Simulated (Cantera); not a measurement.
Input (Python, Cantera) and output of one run.

```python
import numpy as np
import cantera as ct

gas_names = """
    H HNO HNO2 HNO3 HO2 H2 H2O H2O2 N NH NH2 NH3 NH2OH NO NO2 NO3 N2 N2H2 N2H4 N2O O OH O2 O3 Si SiH
    SiH2 SiH3 SiH4 SiN SiO SiO2 Si2 Si2N Si3
""".split()
cond_names = """
    H2O(s) H2O(L) Si(cr) Si(L) SiO2(Lqz) SiO2(hqz) SiO2(L) Si2N2O(s) Si3N4(a)
""".split()


# ... load() reads the species with a 1 bar reference pressure and builds the phases ...
atoms = {
    'Si3N4': {'Si': 3, 'N': 4},
    'N2O': {'N': 2, 'O': 1},
    'H2': {'H': 2},
}
top_T = {'Si2N2O(s)': 2100, 'Si3N4(a)': 2400}  # K; cautious upper limits of use, not melting points


# ... equilibrate(T, P, feed) seeds the gas with the atoms and calls Mixture.equilibrate('TP', solver="vcs", rtol=1e-11, max_steps=5000) ...
results = []
feed = {'Si3N4': 1, 'N2O': 0.62, 'H2': 5}  # mol
T = 1923  # K
for P in [0.1, 1.5, 22, 320, 4600, 68000, 1000000]:
    mix = equilibrate(T, P, feed)
    results.append((T, P, feed, dict(zip(mix.species_names, mix.species_moles))))

top = {s: max(r[3][s] / sum(r[3][g] for g in gas_names) for r in results) for s in gas_names}
cols = sorted((s for s in top if top[s] > 0.001), key=lambda s: -top[s])[:8]
seen = [c for c in cond_names if any(r[3].get(c, 0) > 1e-12 for r in results)]
print("log10 of partial pressures in bar; condensed amounts in mol")
print(f"{'P/Pa':>10s}" + "".join(f"{s[:9]:>10s}" for s in cols + seen))
for T, P, feed, n in results:
    ng = sum(n[g] for g in gas_names)
    print(f"{P:10.4g}" + "".join(f"{np.log10(max(n[s] / ng * P / 1e5, 1e-99)):10.3f}" for s in cols)
          + "".join(f"{n.get(c, 0):10.4g}" for c in seen))
```

Result:

```
log10 of partial pressures in bar; condensed amounts in mol
      P/Pa        H2         H        N2        Si       SiO     Si(L) Si2N2O(s)  Si3N4(a)
       0.1    -6.749    -6.400    -6.704    -6.746    -7.330         0         0         0
       1.5    -5.264    -5.658    -5.465    -5.509    -6.090         0         0         0
        22    -3.940    -4.996    -4.202    -4.770    -4.828     1.644         0         0
       320    -2.722    -4.387    -2.998    -4.770    -3.624     2.331         0         0
      4600    -1.556    -3.804    -1.836    -4.770    -2.462     2.376         0         0
   6.8e+04    -0.236    -3.144    -1.015    -4.922    -2.773         0    0.6055    0.5914
     1e+06     0.933    -2.559     0.152    -5.699    -3.162         0    0.6196    0.5868
```

Method: chemical equilibrium by Gibbs-energy minimisation in Cantera with the NASA 1993 tables (ideal gas, pure condensed phases). Mutual solubility and eutectic melting of coexisting phases are not modelled. The tables' values for SiN are old estimates; treat these amounts as uncertain. Gases not in the tables: Si2H6 and higher silanes.
